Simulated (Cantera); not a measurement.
A freely propagating, adiabatic, planar premixed flame of 7.19 % CH4, 1.29 % C2H6, 1.15 % C3H8, 19.0 % O2, 71.4 % N2, equivalence ratio 1.3, unburnt at 500 K and 12000 Pa; mixture-averaged transport, grid criteria slope 0.08 and curve 0.16, no radiation.

Cantera simulation using GRI-Mech 3.0 (53 species, 325 reactions); the numbers are that mechanism's predictions, not measurements. GRI-Mech 3.0 was tuned for natural gas; its chemistry of propane as a main component is partial and can be far from experiment. Burning velocities carry a grid error of a few per cent, more on coarse grids.

Task: Predict: laminar burning velocity; thermal thickness; peak x(CH2CO); peak x(H).

Result: 
- laminar burning velocity: 114 cm/s
- thermal thickness: 2.35 mm
- peak x(CH2CO): 0.000625
- peak x(H): 0.0168
